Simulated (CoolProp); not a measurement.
Vapour-liquid equilibrium of R134a (1) + R124 (2) at 47.15 °C; x and y are mole fractions of (1).

Values from CoolProp's multi-fluid Helmholtz-energy mixture model, Tillner-Roth 1994 and de Vries 1995; pair parameters Bell 2016.

Task: Give the bubble pressure and the first vapour's composition at x = 0.5, 0.65, 0.8. Is there an azeotrope?

Result: x = 0.5: 0.9996 MPa, y = 0.602; x = 0.65: 1.073 MPa, y = 0.730; x = 0.8: 1.141 MPa, y = 0.848. No azeotrope shows between x = 0.05 and 0.95.

Pair parameters are fitted to limited data, so mixtures are less certain than the pure fluids.
